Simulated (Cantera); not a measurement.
# Low-pressure radical oxidation in H2/O2

A perfectly stirred reactor is fed with H2 : O2 : N2 = 0.16 : 1 : 0.51 (molar parts), equivalence ratio 0.080, at 0.0133 bar; it is held at 1250 K, and followed from long to short residence time.

Cantera simulation using the H2/O2 subset of GRI-Mech 3.0, which has no nitrogen chemistry; the numbers are that mechanism's predictions, not measurements. Radical loss at walls, strong at low pressure, is not modelled. The temperature is held fixed by assumption; the heat of reaction is taken as removed at once.

```json
[
 {"τ (s)": "5.8", "x H2": "0.000140", "x O2": "0.577", "x H2O2": "6.89e-8", "x H": "0.000110", "x HO2": "1.11e-6", "x OH": "0.00111"},
 {"τ (s)": "0.97", "x H2": "0.000435", "x O2": "0.575", "x H2O2": "1.07e-7", "x H": "0.000637", "x HO2": "2.05e-6", "x OH": "0.00199"},
 {"τ (s)": "0.16", "x H2": "0.00128", "x O2": "0.568", "x H2O2": "1.40e-7", "x H": "0.00337", "x HO2": "3.03e-6", "x OH": "0.00345"},
 {"τ (s)": "0.027", "x H2": "0.00317", "x O2": "0.554", "x H2O2": "1.49e-7", "x H": "0.0124", "x HO2": "3.53e-6", "x OH": "0.00529"},
 {"τ (s)": "0.0045", "x H2": "0.00720", "x O2": "0.544", "x H2O2": "1.64e-7", "x H": "0.0235", "x HO2": "3.59e-6", "x OH": "0.00694"},
 {"τ (s)": "0.00075", "x H2": "0.0224", "x O2": "0.553", "x H2O2": "2.26e-7", "x H": "0.0254", "x HO2": "3.42e-6", "x OH": "0.00858"},
 {"τ (s)": "0.00012", "x H2": "0.0839", "x O2": "0.591", "x H2O2": "4.29e-8", "x H": "0.00437", "x HO2": "2.08e-6", "x OH": "0.00249"}
]
```
x: mole fraction; the columns are a selection and need not sum to one.
